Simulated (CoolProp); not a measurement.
A simple Rankine cycle with n-perfluoropentane: condensing at 322.15 K, boiler at 1.16 MPa, turbine inlet 407 K, turbine efficiency 0.8, pump efficiency 0.6, no recuperator. Each further row changes one setting.

Model: reference Helmholtz-energy equation of state, Gao 2022, in CoolProp.

| case | thermal efficiency (%) | net work (kJ/kg) | heat in (kJ/kg) | turbine exit temperature (K) | volume ratio over the turbine |
|---|---|---|---|---|---|
| as stated | ? | 12.8 | 151 | 381.2 | ? |
| turbine inlet 427 K | 8.1 | 14.0 | 172 | 402.6 | 6.77 |
| condensing temperature 314.15 K | 9.4 | 14.9 | 159 | 378.4 | 9.40 |
| boiler pressure 0.812 MPa | 7.1 | 11.0 | 156 | 388.5 | ? |
| turbine efficiency 0.7 | 7.4 | 11.1 | 151 | 383.0 | 7.27 |

### Question
Complete the blanks.

### Answer

- as stated, thermal efficiency (%): 8.5
- as stated, volume ratio over the turbine: 7.23
- boiler pressure 0.812 MPa, volume ratio over the turbine: 4.54
